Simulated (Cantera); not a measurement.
# Thermodynamics of chlorosilane synthesis and conversion, feed SiCl4 + H2

A closed system holds: 1 mol SiCl4, 8.2 mol H2, held at 5250 Torr.

These are equilibrium values from Cantera (NASA tables, ideal gas, pure condensed phases), not measurements of a reactor. Candidate condensed phases: Si; 19 gas species. The tables' values for SiCl3 are old estimates; treat these amounts as uncertain. The numbers say what is thermodynamically allowed, not how fast it happens.

From 277 °C to 1077 °C nothing is condensed. The main Si-bearing gas is SiCl4 throughout.

```json
[
 {"T (°C)": "277", "x H2": "0.890", "x SiCl4": "0.108", "x HCl": "0.000853", "x SiHCl3": "0.000852", "x SiCl3": "1.53e-10"},
 {"T (°C)": "377", "x H2": "0.889", "x SiCl4": "0.106", "x HCl": "0.00277", "x SiHCl3": "0.00276", "x SiCl3": "1.84e-8"},
 {"T (°C)": "477", "x H2": "0.885", "x SiCl4": "0.102", "x HCl": "0.00643", "x SiHCl3": "0.00637", "x SiCl3": "6.04e-7"},
 {"T (°C)": "577", "x H2": "0.879", "x SiCl4": "0.0968", "x HCl": "0.0120", "x SiHCl3": "0.0118", "x SiCl3": "8.48e-6"},
 {"T (°C)": "677", "x H2": "0.872", "x SiCl4": "0.0897", "x HCl": "0.0194", "x SiHCl3": "0.0185", "x SiCl3": "6.62e-5"},
 {"T (°C)": "777", "x H2": "0.863", "x SiCl4": "0.0815", "x HCl": "0.0282", "x SiHCl3": "0.0259", "x SiCl3": "0.000338"},
 {"T (°C)": "877", "x H2": "0.853", "x SiCl4": "0.0725", "x HCl": "0.0383", "x SiHCl3": "0.0328", "x SiCl3": "0.00124"},
 {"T (°C)": "977", "x H2": "0.842", "x SiCl4": "0.0628", "x HCl": "0.0501", "x SiHCl3": "0.0375", "x SiCl3": "0.00349"},
 {"T (°C)": "1077", "x H2": "0.827", "x SiCl4": "0.0524", "x HCl": "0.0651", "x SiHCl3": "0.0381", "x SiCl3": "0.00758"}
]
```
x: gas mole fraction; nothing condenses.
